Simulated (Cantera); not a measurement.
Equilibrium for boron, boron nitride and boron oxide: B2O3 + O2

Feed: 1 mol B2O3, 0.091 mol O2, held at 87000 Pa.

Cantera equilibrium calculation (NASA polynomials, part measured and part estimated; ideal gas, pure solids and liquids). Candidate condensed phases: B, B2O3; 10 gas species. Rates play no part.

From 1648 K to 1973 K the condensed part is B2O3(l). The main B-bearing gas is B2O3 throughout.

```csv
T (K),log p O2,log p B2O3,log p BO2,log p O,log p BO,log p O3,log p B2O2,n B2O3(l)
1648,-0.06,-3.47,-3.96,-4.63,-9.18,-8.14,<-12,1.000
1673,-0.06,-3.29,-3.80,-4.51,-8.89,-8.08,-11.84,1.000
1698,-0.06,-3.12,-3.65,-4.39,-8.62,-8.01,-11.49,1.000
1723,-0.06,-2.95,-3.51,-4.28,-8.35,-7.94,-11.15,1.000
1748,-0.06,-2.79,-3.37,-4.17,-8.09,-7.88,-10.82,1.000
1773,-0.06,-2.63,-3.23,-4.06,-7.84,-7.82,-10.50,1.000
1798,-0.06,-2.48,-3.10,-3.95,-7.59,-7.76,-10.19,1.000
1823,-0.06,-2.33,-2.97,-3.85,-7.35,-7.70,-9.89,0.999
1848,-0.06,-2.18,-2.85,-3.75,-7.12,-7.65,-9.60,0.999
1873,-0.07,-2.04,-2.73,-3.66,-6.89,-7.60,-9.32,0.999
1898,-0.07,-1.91,-2.61,-3.57,-6.67,-7.55,-9.04,0.999
1923,-0.07,-1.77,-2.49,-3.48,-6.46,-7.50,-8.77,0.998
1948,-0.07,-1.64,-2.38,-3.39,-6.25,-7.45,-8.51,0.997
1973,-0.08,-1.52,-2.27,-3.31,-6.05,-7.41,-8.25,0.996
```
log p: log10 of the partial pressure in bar; n: condensed amount in mol.
